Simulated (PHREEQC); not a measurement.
A solution holds 0.0056 mol HF and 4.2e-05 mol KF per kg of water, at 20 °C. Closed to the air; pH follows from the charge balance.

Computed with PHREEQC (ion-association model, wateq4f.dat).

Precipitation was switched off in this run.

Question: Order these F species by the share of F that they hold, largest first: H2F2, F-, HF2-, HF.

Answer: HF (67 %), F- (31 %), H2F2 (1.6 %), HF2- (0.86 %)

The pH is 2.78 and the ionic strength 0.00177 mol/kgw.
